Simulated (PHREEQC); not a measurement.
Model water analysis in mg/L, 25 °C, pH 3.78, pe 9.9:

```tsv
constituent	mg/L
Na	22.5
K	0.355
Ca	21.7
Mg	55.7
Cl	19.8
S(6) as SO4	389
Mn(2)	0.106
Cd	14.4
Fe(3)	41.8
```

Cl is adjusted to close the charge balance.
Valence states are taken as typed.

All values are PHREEQC results (ion-association model, wateq4f.dat), not measurements.

Each row changes one thing in this solution. Precipitation was switched off in this run.

```tsv
case	ionic strength (mol/kgw)	SO4-2 (mol/kgw)	Mg+2 (mol/kgw)	MgSO4 (mol/kgw)	Ca+2 (mol/kgw)	Fe(OH)2+ (mol/kgw)	SI of Fe(OH)3(a) (Fe(OH)3)	SI of Gypsum (CaSO4:2H2O)
as made	0.0125	0.00320	0.00175	0.000544	0.000429	0.000363	+1.07	-1.67
all concentrations times 2 at the same typed pH	0.0232	[?]	[?]	0.00141	0.000789	0.000620	+1.29	-1.25
Ca from 21.7 to 43.4 mg/L	[?]	0.00313	0.00177	0.000519	[?]	0.000363	+1.07	[?]
Cd from 14.4 to 7.2 mg/L	0.0124	0.00321	0.00175	0.000547	0.000428	0.000363	+1.07	-1.66
```

Problem. Fill in the missing entries.

Solution. 
- all concentrations times 2 at the same typed pH, SO4-2 (mol/kgw): 0.00588
- all concentrations times 2 at the same typed pH, Mg+2 (mol/kgw): 0.00316
- Ca from 21.7 to 43.4 mg/L, ionic strength (mol/kgw): 0.0139
- Ca from 21.7 to 43.4 mg/L, Ca+2 (mol/kgw): 0.000869
- Ca from 21.7 to 43.4 mg/L, SI of Gypsum (CaSO4:2H2O): -1.39

Some of these states are supersaturated (in Jarosite-K, Fe(OH)3(a), for instance).
